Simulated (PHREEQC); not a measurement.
A solution holds 0.024 mol K2CO3 and 0.003 mol Na2B4O7 per kg of water, at 25 °C. Closed to the air; pH follows from the charge balance.

Equilibrium calculation in PHREEQC: Pitzer model, pitzer.dat.

This is a speciation only: nothing precipitates in the calculation.

Problem. Predict the pH, osmotic coefficient.

Solution. pH 10.53; osmotic coefficient 0.895.

Problem. In which forms is B present?

Solution. B(OH)4- 96 %, B(OH)3 3.9 % of the B.

Species that the database lacks are ignored.
